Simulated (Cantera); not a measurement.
Input: 1 mol FeS2, 160 mol H2, equilibrated at 1823 K and 51.0 mbar.

These are equilibrium values from Cantera (NASA tables, ideal gas, pure condensed phases), not measurements of a reactor. Candidate condensed phases: Fe, FeS, FeS2, S; 8 gas species. The numbers say what is thermodynamically allowed, not how fast it happens.

Base state: H2 0.986, H2S 0.00805, H 0.00191, SH 0.00166, S2 0.00130, Fe 0.000798, S 0.000142 (mole fractions); condensed: Fe(l).

Problem. What changes in the equilibrium state with this change: H2 from 160 to 570 mol?

Solution. 
| species | before | after |
|---|---|---|
| H2 | 0.986 | 0.994 |
| H2S | 0.00805 | 0.00264 |
| H | 0.00191 | 0.00191 |
| S2 | 0.00130 | 0.000137 |
| Fe | 0.000798 | 0.000798 |
| S | 0.000142 | 4.63e-5 |
| SH | 0.00166 | 0.000543 |
| Fe(l), mol | 0.872 | 0.544 |

Problem. What changes in the equilibrium state with this change: FeS2 replaced by PbO?

Solution. 
| species | before | after |
|---|---|---|
| H2 | 0.986 | 0.986 |
| Pb | 0 | 0.00621 |
| H2O | 0 | 0.00620 |
| H2S | 0.00805 | 0 |
| Fe | 0.000798 | 0 |
| SH | 0.00166 | 0 |
| S2 | 0.00130 | 0 |
| S | 0.000142 | 0 |
| Fe(l), mol | 0.872 | 0 |
Further candidate phases: H2O, Pb, PbO, PbO2, Pb3O4.
